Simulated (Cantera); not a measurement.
What does this Cantera script print?

```python
import numpy as np
import cantera as ct

gas_names = """
    AL ALCL ALCL2 ALCL3 ALH ALN AL2 AL2CL6 CL CL2 H HCL H2 N NH NH2 NH3 N2 N2H2 N2H4
""".split()
cond_names = """
    AL(cr) AL(L) ALCL3(s) ALCL3(L) ALN(s) NH4CL(a) NH4CL(b)
""".split()


# ... load() reads the species with a 1 bar reference pressure and builds the phases ...
atoms = {
    'Al': {'AL': 1},
    'HCl': {'H': 1, 'CL': 1},
    'N2': {'N': 2},
}
top_T = {'ALN(s)': 2750}  # K; cautious upper limits of use, not melting points


# ... equilibrate(T, P, feed) seeds the gas with the atoms and calls Mixture.equilibrate('TP', solver="vcs", rtol=1e-11, max_steps=5000) ...
results = []
feed = {'Al': 1, 'HCl': 1.8, 'N2': 0.52}  # mol
P = 1000  # Pa
for T in [950, 1000, 1050, 1100, 1150, 1200, 1250, 1300, 1350, 1400, 1450]:
    mix = equilibrate(T, P, feed)
    results.append((T, P, feed, dict(zip(mix.species_names, mix.species_moles))))

top = {s: max(r[3][s] / sum(r[3][g] for g in gas_names) for r in results) for s in gas_names}
cols = sorted((s for s in top if top[s] > 0.0001), key=lambda s: -top[s])[:6]
seen = [c for c in cond_names if any(r[3].get(c, 0) > 1e-12 for r in results)]
print("log10 of partial pressures in bar; condensed amounts in mol")
print(f"{'T/K':>10s}" + "".join(f"{s[:9]:>10s}" for s in cols + seen))
for T, P, feed, n in results:
    ng = sum(n[g] for g in gas_names)
    print(f"{T:10.4g}" + "".join(f"{np.log10(max(n[s] / ng * P / 1e5, 1e-99)):10.3f}" for s in cols)
          + "".join(f"{n.get(c, 0):10.4g}" for c in seen))
```

It prints:

```
log10 of partial pressures in bar; condensed amounts in mol
       T/K        H2     ALCL3        N2       HCL     ALCL2      ALCL    ALN(s)
       950    -2.375    -2.552    -2.820    -2.836    -7.702   -10.517    0.4885
      1000    -2.373    -2.550    -2.818    -2.847    -7.120    -9.554    0.4863
      1050    -2.372    -2.548    -2.816    -2.857    -6.595    -8.685    0.4843
      1100    -2.370    -2.546    -2.815    -2.867    -6.118    -7.896    0.4824
      1150    -2.369    -2.545    -2.814    -2.875    -5.684    -7.177    0.4808
      1200    -2.368    -2.544    -2.812    -2.883    -5.286    -6.519    0.4791
      1250    -2.367    -2.544    -2.811    -2.890    -4.922    -5.915    0.4772
      1300    -2.366    -2.545    -2.810    -2.898    -4.587    -5.359    0.4748
      1350    -2.366    -2.548    -2.808    -2.905    -4.279    -4.846    0.4708
      1400    -2.368    -2.556    -2.804    -2.914    -3.997    -4.372    0.4632
      1450    -2.372    -2.573    -2.798    -2.927    -3.742    -3.936    0.4478
```

Method: chemical equilibrium by Gibbs-energy minimisation in Cantera with the NASA 1993 tables (ideal gas, pure condensed phases). The tables' values for AlCl2 are old estimates; treat these amounts as uncertain.
